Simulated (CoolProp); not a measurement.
C3F8 (R218) at several states: Z from the reference equation and from simpler models built on Tc = 345.0 K, pc = 2.640 MPa, ω = 0.317; each cubic takes its own stable root.

Values from CoolProp's reference Helmholtz-energy equation of state, Lemmon 2006. It is a short technical equation, of lower accuracy than the large ones.

```
T (K)  p (MPa)   phase  reference
-----  -------  ------  ---------
372.4     0.04     gas     0.9962
381.4     1.35     gas     0.8712
308.2     1.37  liquid    0.07939
397.7    0.514     gas     0.9608
136.6    0.246  liquid    0.02068
176.7    0.288  liquid    0.02015
```

Problem. How far does each simpler model (van der Waals, Redlich-Kwong, Peng-Robinson) lie from the reference over these 6 states: mean and median of the absolute difference, and the worst?

Solution. 
- van der Waals: mean 159.3 %, median 31.3 %, worst +828.5 % at 308.2 K and 1.37 MPa
- Redlich-Kwong: mean 7.0 %, median 5.3 %, worst +20.5 % at 308.2 K and 1.37 MPa
- Peng-Robinson: mean 2.1 %, median 1.5 %, worst -5.6 % at 176.7 K and 0.288 MPa

At some of these states van der Waals gives the other phase, because its saturation line lies elsewhere.
